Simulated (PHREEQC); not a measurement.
PHREEQC input (ion-association model, phreeqc.dat):

```
SOLUTION 0
  temp 40
  units mmol/kgw
  pH 7 charge
  Cl 105.31
  Li 4.9
  Mn(2) 1.2
  Ca 49
SOLUTION 1-30
  temp 40
  units mmol/kgw
  pH 7 charge
  Cl 15.09
  Li 0.48
  Cd 7.3
END
EXCHANGE 1-30
  X 0.079
  -equilibrate 1
END
SELECTED_OUTPUT 1
  -reset false
  -pH true
  -pe true
  -ionic_strength true
  -water true
  -step true
  -totals Ca Cd Cl Li Mn Mn(2) Mn(3)
  -molalities LiX CdX2 MnX2 CaX2
  -saturation_indices Pyrochroite Cd(OH)2
PRINT
  -reset false
TRANSPORT
  -cells 30
  -shifts 120
  -lengths 0.00333333
  -time_step 60
  -dispersivities 0.008
  -boundary_conditions flux flux
  -correct_disp true
  -punch_cells 30
  -punch_frequency 4
END
```

Selected output (columns that matter, 12 of 31 rows; pore volumes added in front):

```
pore volumes	pH	mu	Ca	Cd	Cl	Li	Mn	m_LiX	m_CdX2	m_MnX2	m_CaX2	si_Pyrochroite	si_Cd(OH)2
0	5.038	0.016088	0	0.0073	0.01509	0.00048	0	0.0001986	0.039401	0	0	-1000	-6.176
0.4167	5.0382	0.017324	1.0665e-18	0.0079932	0.016497	0.00050013	8.7949e-14	0.0002005	0.0394	3.9322e-13	1.0772e-17	-18.412	-6.1552
0.6833	5.0367	0.031308	3.5853e-10	0.016625	0.034195	0.00093447	9.5348e-08	0.00029541	0.039352	2.5992e-07	2.2517e-09	-12.444	-6.0154
1.0833	5.0247	0.057766	4.9027e-05	0.035543	0.074161	0.0028078	7.9969e-05	0.00071384	0.038807	0.00013655	0.00019915	-9.626	-5.9312
1.4833	5.0309	0.081647	0.0075695	0.037005	0.095213	0.0044033	0.00082583	0.00085985	0.020114	0.00081635	0.018139	-8.6494	-6.0201
1.8833	5.0708	0.12763	0.033944	0.013562	0.10242	0.0048487	0.0012774	0.00062941	0.0026959	0.00054547	0.035944	-8.4463	-6.5157
2.15	5.0839	0.14288	0.042322	0.0059952	0.1041	0.0048982	0.0012783	0.00058394	0.00094976	0.00045717	0.037801	-8.4375	-6.8825
2.55	5.0914	0.15158	0.047028	0.001765	0.10499	0.0049087	0.0012431	0.00056072	0.00024875	0.00040658	0.038564	-8.4441	-7.4193
2.95	5.0936	0.15413	0.048409	0.00052706	0.10523	0.0049055	0.0012198	0.00055372	7.1874e-05	0.00038912	0.038762	-8.4506	-7.9457
3.35	5.0943	0.15488	0.048821	0.00015907	0.10529	0.0049025	0.0012085	0.00055146	2.1484e-05	0.0003827	0.03882	-8.4541	-8.4664
3.6167	5.0944	0.15506	0.048918	7.1846e-05	0.1053	0.0049014	0.0012047	0.00055088	9.6817e-06	0.00038085	0.038834	-8.4554	-8.8117
4.0167	5.0945	0.15516	0.048975	2.189e-05	0.10531	0.0049006	0.0012019	0.00055053	2.946e-06	0.00037959	0.038842	-8.4563	-9.3279
```

Constants without temperature data keep their 25 °C values here.
